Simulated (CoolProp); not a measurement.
Aqueous ethanol as a coolant, at 22 °C, 1 atm.

Model: Melinder's fits for secondary coolants, in CoolProp.

```json
[
 {"mass %": "3.5", "freezing point (°C)": "-1.4", "viscosity (mPa s)": "1.10", "Prandtl number": "8.07", "conductivity (W/(m K))": "0.576", "density (kg/m³)": "[?]"},
 {"mass %": "8.2", "freezing point (°C)": "-3.5", "viscosity (mPa s)": "1.34", "Prandtl number": "10.5", "conductivity (W/(m K))": "0.543", "density (kg/m³)": "[?]"},
 {"mass %": "13", "freezing point (°C)": "-6.1", "viscosity (mPa s)": "1.61", "Prandtl number": "13.6", "conductivity (W/(m K))": "0.511", "density (kg/m³)": "977.3"},
 {"mass %": "17.7", "freezing point (°C)": "-9.3", "viscosity (mPa s)": "1.89", "Prandtl number": "17.0", "conductivity (W/(m K))": "0.482", "density (kg/m³)": "[?]"},
 {"mass %": "22.5", "freezing point (°C)": "-13.2", "viscosity (mPa s)": "2.15", "Prandtl number": "20.4", "conductivity (W/(m K))": "0.454", "density (kg/m³)": "964.5"},
 {"mass %": "27.2", "freezing point (°C)": "-17.5", "viscosity (mPa s)": "2.36", "Prandtl number": "23.6", "conductivity (W/(m K))": "0.427", "density (kg/m³)": "957.4"},
 {"mass %": "32", "freezing point (°C)": "-22.1", "viscosity (mPa s)": "2.53", "Prandtl number": "26.3", "conductivity (W/(m K))": "0.402", "density (kg/m³)": "949.3"},
 {"mass %": "36.8", "freezing point (°C)": "-26.6", "viscosity (mPa s)": "2.63", "Prandtl number": "28.6", "conductivity (W/(m K))": "0.377", "density (kg/m³)": "940.3"},
 {"mass %": "41.5", "freezing point (°C)": "-30.9", "viscosity (mPa s)": "2.68", "Prandtl number": "30.2", "conductivity (W/(m K))": "0.355", "density (kg/m³)": "930.7"},
 {"mass %": "46.3", "freezing point (°C)": "-34.8", "viscosity (mPa s)": "2.68", "Prandtl number": "31.5", "conductivity (W/(m K))": "0.334", "density (kg/m³)": "920.3"},
 {"mass %": "51", "freezing point (°C)": "-38.3", "viscosity (mPa s)": "2.65", "Prandtl number": "32.3", "conductivity (W/(m K))": "0.314", "density (kg/m³)": "909.7"}
]
```

**Question.** Some entries are withheld; supply them.

**Answer.** 
- 3.5, density (kg/m³): 991.1
- 8.2, density (kg/m³): 983.8
- 17.7, density (kg/m³): 971.1
